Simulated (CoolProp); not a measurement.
The fluid at 293.15 K and 0.301 MPa flows at 0.071 m/s in a round tube of 10 mm bore and 45 µm roughness, fully developed (64/Re and Nu = 3.66 if laminar; Colebrook and Gnielinski if turbulent). The same conditions are run with several fluids, on thermodynamics alone (safety and materials aside).

The numbers come from the reference Helmholtz-energy equation of state of each fluid (C3F8 (R218): Lemmon 2006; R134a: Tillner-Roth 1994; CF4 (R14): Platzer 1990; R22: Kamei 1995; ethane: Bücker 2006) in CoolProp. The equations of Platzer and Polt are older, rougher fits.

Task: Rank C3F8 (R218), R134a, CF4 (R14), R22, ethane by Reynolds number, highest first.

Result: C3F8 (R218) (1480), R134a (830), R22 (587), CF4 (R14) (457), ethane (292)

| fluid | Darcy friction factor | pressure drop (Pa/m) | heat-transfer coefficient (W/(m² K)) | mass flow (kg/h) |
|---|---|---|---|---|
| C3F8 (R218) | 0.0431 | 0.272 | 4.42 | 0.502 |
| R134a | 0.0771 | 0.263 | 4.79 | 0.271 |
| CF4 (R14) | 0.140 | 0.388 | 5.74 | 0.221 |
| R22 | 0.109 | 0.308 | 4.12 | 0.225 |
| ethane | 0.219 | 0.210 | 7.52 | 0.0764 |

Transport values come from each fluid's own correlations; those of C3F8 (R218), R134a, CF4 (R14), R22 are estimates that may be off by 10 % or more.
